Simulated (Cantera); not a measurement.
A closed system holds: 1 mol SiHCl3, a varied amount of NH3, 13 mol N2, at 748.15 K and 0.00133 bar.

These are equilibrium values from Cantera (NASA tables, ideal gas, pure condensed phases), not measurements of a reactor. Candidate condensed phases: NH4Cl, Si, Si3N4; 28 gas species. Kinetics and transport are ignored.

### Question
What share of the Si ends up in condensed phases as a function of n(NH3) (mol), at 0.43, 0.87, 1.3, 1.7, 2.2, 2.6, 3.1, 3.5, 3.9, 4.4, 4.8, 5.3?

### Answer
```csv
n(NH3) (mol),Si condensed (%),as
0.43,63.1,Si3N4(s)
0.87,75.2,Si3N4(s)
1.3,83.2,Si3N4(s)
1.7,88.1,Si3N4(s)
2.2,92.2,Si3N4(s)
2.6,94.3,Si3N4(s)
3.1,96.0,Si3N4(s)
3.5,96.9,Si3N4(s)
3.9,97.6,Si3N4(s)
4.4,98.2,Si3N4(s)
4.8,98.5,Si3N4(s)
5.3,98.8,Si3N4(s)
```
